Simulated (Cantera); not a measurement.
Input (Python, Cantera) and output of one run.

```python
import numpy as np
import cantera as ct

gas_names = """
    H2O2 H OH H2O
""".split()
cond_names = """
    Cr(cr) Cr(L) Cr2O3(s) Cr2O3(L)
""".split()


# ... load() reads the species with a 1 bar reference pressure and builds the phases ...
species = {s.name: s for s in load("nasa_gas.yaml", gas_names) + load("nasa_condensed.yaml", cond_names)}
# Each term lists the table entries of one substance; the one whose range holds T is used.
reactions = {
    '4 Cr + 3 H2O2(g) = 2 Cr2O3 + 6 H(g)':
        [(-4, ['Cr(cr)', 'Cr(L)']), (-3, ['H2O2']), (2, ['Cr2O3(s)', 'Cr2O3(L)']), (6, ['H'])],
    '6 OH(g) + 2 Cr = Cr2O3 + 3 H2O(g)':
        [(-6, ['OH']), (-2, ['Cr(cr)', 'Cr(L)']), (1, ['Cr2O3(s)', 'Cr2O3(L)']), (3, ['H2O'])],
}


def pick(names, T):
    return next(species[n] for n in names if species[n].thermo.min_temp <= T <= species[n].thermo.max_temp)


results = []
for label, terms in reactions.items():
    print(label)
    print("     T/K   dH/kJ  dS/(J/K)   dG/kJ   log10 K")
    for T in [2248, 2298, 2348, 2398, 2448, 2498, 2548, 2598, 2648, 2698, 2748]:
        used = [(nu, pick(names, T)) for nu, names in terms]
        dH = sum(nu * s.thermo.h(T) for nu, s in used) / 1e6
        dS = sum(nu * s.thermo.s(T) for nu, s in used) / 1e3
        dG = dH - T * dS / 1e3
        logK = -dG * 1e6 / (ct.gas_constant * T * np.log(10))
        results.append((label, T, dH, dS, dG, logK, [s.name for _, s in used]))
        print(f"{T:8g} {dH:8.1f} {dS:8.1f} {dG:8.1f} {logK:8.2f}")
```

Output:

```
4 Cr + 3 H2O2(g) = 2 Cr2O3 + 6 H(g)
     T/K   dH/kJ  dS/(J/K)   dG/kJ   log10 K
    2248   -555.5    146.0   -883.8    20.54
    2298   -554.4    146.5   -891.1    20.25
    2348   -553.3    147.0   -898.4    19.99
    2398   -552.2    147.5   -905.8    19.73
    2448   -551.1    147.9   -913.2    19.48
    2498   -550.0    148.4   -920.6    19.25
    2548   -548.9    148.8   -928.0    19.02
    2598   -547.8    149.2   -935.5    18.81
    2648   -286.0    249.8   -947.4    18.69
    2698   -283.6    250.7   -959.9    18.58
    2748   -281.2    251.6   -972.5    18.49
6 OH(g) + 2 Cr = Cr2O3 + 3 H2O(g)
     T/K   dH/kJ  dS/(J/K)   dG/kJ   log10 K
    2248  -2148.1   -532.5   -950.9    22.10
    2298  -2147.6   -532.3   -924.3    21.01
    2348  -2147.1   -532.1   -897.7    19.97
    2398  -2146.6   -531.9   -871.1    18.97
    2448  -2146.0   -531.6   -844.5    18.02
    2498  -2145.4   -531.4   -817.9    17.10
    2548  -2144.8   -531.2   -791.4    16.22
    2598  -2144.1   -530.9   -764.8    15.38
    2648  -2013.2   -480.6   -740.5    14.61
    2698  -2011.8   -480.1   -716.5    13.87
    2748  -2010.5   -479.6   -692.5    13.16
```

Cantera with NASA thermochemical tables; ideal gases at 1 bar, condensed phases pure. Condensed species are held in their standard states even where they would react or evaporate.
